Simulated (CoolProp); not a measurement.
Vapour-liquid equilibrium of n-pentane (1) + toluene (2) at 342.3 K; x and y are mole fractions of (1).

The numbers come from the multi-fluid Helmholtz-energy mixture model, Thol 2019 and Lemmon 2006; pair parameters Bell 2016 in CoolProp.

```csv
x,"bubble pressure, mixture model (MPa)","bubble pressure, Raoult's law (MPa)","y, mixture model","y, Raoult's law"
0.05,0.04499,0.03889,0.437,0.356
0.15,0.07800,0.06396,0.701,0.650
0.25,0.1065,0.08904,0.800,0.778
0.35,0.1318,0.1141,0.854,0.850
0.45,0.1548,0.1392,0.889,0.896
0.55,0.1766,0.1643,0.916,0.928
0.65,0.1978,0.1893,0.937,0.951
0.75,0.2191,0.2144,0.956,0.969
0.85,0.2412,0.2395,0.974,0.983
0.95,0.2647,0.2646,0.991,0.995
```

The largest gap from Raoult's law is +22.0 % in bubble pressure, at x = 0.15. No azeotrope shows between x = 0.05 and 0.95.

Pair parameters are fitted to limited data, so mixtures are less certain than the pure fluids.
